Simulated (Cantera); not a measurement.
Feed: 1 mol C6H6, 53 mol H2, 0.25 mol N2, held at 2098.15 K and 13.3 mbar.

These are equilibrium values from Cantera (NASA tables, ideal gas, pure condensed phases), not measurements of a reactor. Candidate condensed phases: C, C6H6, C7H8, C8H18; 92 gas species. The numbers say what is thermodynamically allowed, not how fast it happens.

Base state: H2 0.967, H 0.0262, N2 0.00370, C2H2 (acetylene) 0.00138, HCN 0.00128, HNC 8.59e-5 (mole fractions); condensed: C(graphite).

What changes in the equilibrium state with this change: 0.058 mol O2 added?


```csv
species,before,after
H2,0.967,0.965
H,0.0262,0.0262
N2,0.00370,0.00370
CO,0,0.00203
C2H2 (acetylene),0.00138,0.00138
HNC,8.59e-5,8.57e-5
HCN,0.00128,0.00127
"C(graphite), mol",5.76,5.65
```
Further candidate phases: H2O.
